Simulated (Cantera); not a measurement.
What does this Cantera script print?

```python
import numpy as np
import cantera as ct

gas_names = """
    CL CL2 H HCL H2 Si SiCL SiCL2 SiCL3 SiCL4 SiH SiHCL3 SiH2 SiH2CL2 SiH3 SiH3CL SiH4 Si2 Si3
""".split()
cond_names = """
    Si(cr) Si(L)
""".split()


def load(file, names, dense=False):
    # The tables refer to 1 bar. Condensed volumes are neglected.
    table = {s.name: s for s in ct.Species.list_from_file(file)}
    out = []
    for n in names:
        d = dict(table[n].input_data)
        d["thermo"] = dict(d["thermo"], **{"reference-pressure": 1e5})
        if dense:
            d["equation-of-state"] = {"model": "constant-volume", "density": "1e6 g/cm^3"}
        out.append(ct.Species.from_dict(d))
    return out


gas = ct.Solution(thermo="ideal-gas", species=load("nasa_gas.yaml", gas_names))
cond = {s.name: ct.Solution(thermo="fixed-stoichiometry", species=[s], name=s.name)
        for s in load("nasa_condensed.yaml", cond_names, dense=True)}
atoms = {
    'SiCl4': {'Si': 1, 'CL': 4},
    'H2': {'H': 2},
}
top_T = {}  # K; cautious upper limits of use, not melting points


def equilibrate(T, P, feed):
    n = {}
    for name, mol in feed.items():
        for a, k in atoms[name].items():
            n[a] = n.get(a, 0.0) + k * mol
    gas.TPX = T, P, n
    mass = sum(n.values()) * gas.mean_molecular_weight
    gas.equilibrate("TP")
    valid = [c for c in cond.values() if c.min_temp <= T <= top_T.get(c.name, c.max_temp)]
    mix = ct.Mixture([(gas, mass / gas.mean_molecular_weight)] + [(c, 0.0) for c in valid])
    mix.T, mix.P = T, P
    mix.equilibrate("TP", solver="vcs", rtol=1e-11, max_steps=5000)
    return mix


results = []
feed = {'SiCl4': 1, 'H2': 4.7}  # mol
T = 1200  # K
P = 10000  # Pa
mix = equilibrate(T, P, feed)
results.append((T, P, feed, dict(zip(mix.species_names, mix.species_moles))))
print(gas.report(threshold=1e-05))
for i in range(1, mix.n_phases):
    print(f"{mix.phase(i).name:16s} {mix.phase_moles(i):12.5e} mol")
```

It prints:

```
       temperature   1200 K
          pressure   10000 Pa
           density   0.030738 kg/m^3
  mean mol. weight   30.669 kg/kmol
   phase of matter   gas

                          1 kg             1 kmol
                     ---------------   ---------------
          enthalpy       -2.1538e+06       -6.6056e+07  J
   internal energy       -2.4792e+06       -7.6033e+07  J
           entropy            8174.8        2.5071e+05  J/K
    Gibbs function       -1.1964e+07       -3.6691e+08  J
 heat capacity c_p            1393.6             42741  J/K
 heat capacity c_v            1122.5             34427  J/K

                      mass frac. Y      mole frac. X     chem. pot. / RT
                     ---------------   ---------------   ---------------
               HCL          0.095501          0.080337           -38.836
                H2          0.049214           0.74867            -20.57
             SiCL2          0.057728          0.017886           -61.288
             SiCL3          0.065495          0.014942           -89.839
             SiCL4           0.60643           0.10948           -118.39
            SiHCL3           0.12258          0.027756           -100.12
           SiH2CL2         0.0030337        0.00092117           -81.858
     [  +12 minor]        1.8284e-05        9.0014e-06

Si(cr)            0.00000e+00 mol
```

Cantera equilibrium calculation (NASA polynomials, part measured and part estimated; ideal gas, pure solids and liquids). The tables' values for SiCl3 are old estimates; treat these amounts as uncertain.
